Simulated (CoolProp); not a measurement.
Vapour-liquid equilibrium of toluene (1) + ethylbenzene (2) at 0.0182 bar; x and y are mole fractions of (1).

Model: multi-fluid Helmholtz-energy mixture model, Lemmon 2006 and Zhou 2012; pair parameters Bell 2016, in CoolProp.

| x | bubble temperature (°C) | y at the bubble point | dew temperature at overall composition x (°C) | liquid density (mol/L) |
|---|---|---|---|---|
| 0.05 | 29.6 | 0.135 | 30.7 | 8.140 |
| 0.15 | 26.7 | 0.340 | 29.4 | 8.276 |
| 0.25 | 24.2 | 0.490 | 28.0 | [?] |
| 0.35 | 22.1 | 0.608 | 26.5 | 8.549 |
| 0.45 | 20.2 | 0.704 | 24.9 | 8.688 |
| 0.55 | [?] | 0.784 | 23.2 | 8.829 |
| 0.65 | [?] | 0.850 | 21.3 | 8.972 |
| 0.75 | 15.1 | 0.905 | [?] | 9.118 |
| 0.85 | 13.6 | 0.950 | [?] | 9.267 |
| 0.95 | 12.2 | 0.985 | [?] | 9.417 |

Q: Complete the blanks.

A: 
- 0.25, liquid density (mol/L): 8.412
- 0.55, bubble temperature (°C): 18.4
- 0.65, bubble temperature (°C): 16.7
- 0.75, dew temperature at overall composition x (°C): 19.2
- 0.85, dew temperature at overall composition x (°C): 16.7
- 0.95, dew temperature at overall composition x (°C): 13.5

No azeotrope shows between x = 0.05 and 0.95.

The pair parameters rest on a limited set of measurements; away from them the model extrapolates.
